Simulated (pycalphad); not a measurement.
Computed with pycalphad from the COST 507 light-alloy database (1999), at 1 atm. These are 1990s assessments: newer ones move some temperatures and phases. Phase fractions are per mole of atoms.

Q: Give the equilibrium state of Ti-0.3115C (wt.%) at 817 °C.

A: hcp, fraction 0.998, with 0.29 C wt.%; fcc, fraction 0.002, with 11.9 C wt.%.

Q: Give the equilibrium state of Ti-0.3115C (wt.%) at 1097 °C.

A: 
```
T = 1370.00 K, P = 101325 Pa, N = 1 mol of atoms
G = -73947 J/mol, H = 33970 J/mol, S = 78.77 J/(mol K)  (SER reference)
chemical potentials (J/mol): Ti -71861, C -241418
phase             fraction      x(Ti)       x(C)
BCC_A2              0.9868     0.9921     0.0079
FCC_A1              0.0132     0.6613     0.3387
```

FCC_A1 is fcc; BCC_A2 is bcc. The fcc model also describes the rock-salt carbide or nitride (TiC, TiN, HfC).
